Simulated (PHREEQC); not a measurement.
0.013 g of hydrous ferric oxide (600 m²/g; 0.2 weak and 0.005 strong sites per Fe, Dzombak-Morel constants, diffuse double layer) in 1 kg of water with 0.01 mol/kgw of an inert sodium salt and 0.0034 mmol/kgw CaCl2, 0.00068 mmol/kgw PbCl2 and 0.0019 mmol/kgw NiCl2, at 25 °C; the pH is set by adding NaOH or the inert anion's acid. O2 is buffered at 0.21 atm. No CO2 enters from the air. Precipitation was switched off in this run.

All values are PHREEQC results (ion-association model, wateq4f.dat), not measurements.

```json
[
 {"pH": "4", "Ca sorbed (%)": "0.0", "Pb sorbed (%)": "5.8", "Ni sorbed (%)": "0.0", "surface charge σ (C/m²)": "0.216", "surface potential ψ (mV)": "185"},
 {"pH": "4.5", "Ca sorbed (%)": "0.0", "Pb sorbed (%)": "27.0", "Ni sorbed (%)": "0.0", "surface charge σ (C/m²)": "0.161", "surface potential ψ (mV)": "170"},
 {"pH": "5", "Ca sorbed (%)": "0.0", "Pb sorbed (%)": "61.2", "Ni sorbed (%)": "0.0", "surface charge σ (C/m²)": "0.115", "surface potential ψ (mV)": "153"},
 {"pH": "5.5", "Ca sorbed (%)": "0.0", "Pb sorbed (%)": "85.2", "Ni sorbed (%)": "0.0", "surface charge σ (C/m²)": "0.078", "surface potential ψ (mV)": "133"},
 {"pH": "6", "Ca sorbed (%)": "0.0", "Pb sorbed (%)": "96.0", "Ni sorbed (%)": "0.2", "surface charge σ (C/m²)": "0.051", "surface potential ψ (mV)": "112"},
 {"pH": "6.5", "Ca sorbed (%)": "0.0", "Pb sorbed (%)": "99.2", "Ni sorbed (%)": "1.2", "surface charge σ (C/m²)": "0.032", "surface potential ψ (mV)": "88"},
 {"pH": "7", "Ca sorbed (%)": "0.0", "Pb sorbed (%)": "99.8", "Ni sorbed (%)": "6.5", "surface charge σ (C/m²)": "0.018", "surface potential ψ (mV)": "63"},
 {"pH": "7.5", "Ca sorbed (%)": "0.0", "Pb sorbed (%)": "99.9", "Ni sorbed (%)": "29.5", "surface charge σ (C/m²)": "0.009", "surface potential ψ (mV)": "38"},
 {"pH": "8", "Ca sorbed (%)": "0.1", "Pb sorbed (%)": "100.0", "Ni sorbed (%)": "74.5", "surface charge σ (C/m²)": "0.003", "surface potential ψ (mV)": "14"},
 {"pH": "8.5", "Ca sorbed (%)": "1.0", "Pb sorbed (%)": "100.0", "Ni sorbed (%)": "95.9", "surface charge σ (C/m²)": "-0.003", "surface potential ψ (mV)": "-12"},
 {"pH": "9", "Ca sorbed (%)": "8.0", "Pb sorbed (%)": "100.0", "Ni sorbed (%)": "99.4", "surface charge σ (C/m²)": "-0.010", "surface potential ψ (mV)": "-38"},
 {"pH": "9.5", "Ca sorbed (%)": "37.5", "Pb sorbed (%)": "100.0", "Ni sorbed (%)": "99.9", "surface charge σ (C/m²)": "-0.017", "surface potential ψ (mV)": "-61"},
 {"pH": "10", "Ca sorbed (%)": "77.7", "Pb sorbed (%)": "100.0", "Ni sorbed (%)": "99.9", "surface charge σ (C/m²)": "-0.027", "surface potential ψ (mV)": "-80"}
]
```

Complexes and solids missing from the database can't appear.
